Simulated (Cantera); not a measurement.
Mixture: CH4 : O2 : N2 = 1 : 4.65 : 17.5 (molar parts), equivalence ratio 0.43, at 1.01 bar, adiabatic and at constant volume. Ignition delay is the time to a rise of 400 K.

Cantera simulation using GRI-Mech 3.0 (53 species, 325 reactions); the numbers are that mechanism's predictions, not measurements.

### Question
Predict: delay at 1248 K; delay at 1323 K; delay at 1398 K; delay at 1473 K; delay at 1548 K; delay at 1623 K; apparent activation energy between 1473 and 1623 K.

### Answer
| Quantity | Value |
|---|---|
| delay at 1248 K | 14.5 ms |
| delay at 1323 K | 5.55 ms |
| delay at 1398 K | 2.34 ms |
| delay at 1473 K | 1.10 ms |
| delay at 1548 K | 0.568 ms |
| delay at 1623 K | 0.319 ms |
| apparent activation energy between 1473 and 1623 K | 160 kJ/mol |
